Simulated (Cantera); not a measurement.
An adiabatic, constant-volume homogeneous reactor starts with 2.04 % CH₄, 7.54 % O₂, 90.4 % N₂, at 1798 K and 1430 Torr.

Computed with Cantera and GRI-Mech 3.0 (53 species, 325 reactions).

### Question
Predict: time of steepest temperature rise; temperature at 1.00 s; equilibrium temperature; x(O₂) at 1.00 s; x(OH) at 1.00 s; x(NO₂) at 1.00 s; x(H₂) at 1.00 s; x(NO) at 1.00 s; x(HO₂) at 1.00 s.

### Answer
* **time of steepest temperature rise**: 0.121 ms
* **temperature at 1.00 s**: 2315 K
* **equilibrium temperature**: 2315 K
* **x(O₂) at 1.00 s**: 0.0310 (gas-phase equilibrium 0.0310)
* **x(OH) at 1.00 s**: 0.00240 (gas-phase equilibrium 0.00240)
* **x(NO₂) at 1.00 s**: 4.39e-6 (gas-phase equilibrium 4.39e-6)
* **x(H₂) at 1.00 s**: 0.000323 (gas-phase equilibrium 0.000323)
* **x(NO) at 1.00 s**: 0.00666 (gas-phase equilibrium 0.00666)
* **x(HO₂) at 1.00 s**: 1.58e-6 (gas-phase equilibrium 1.58e-6)
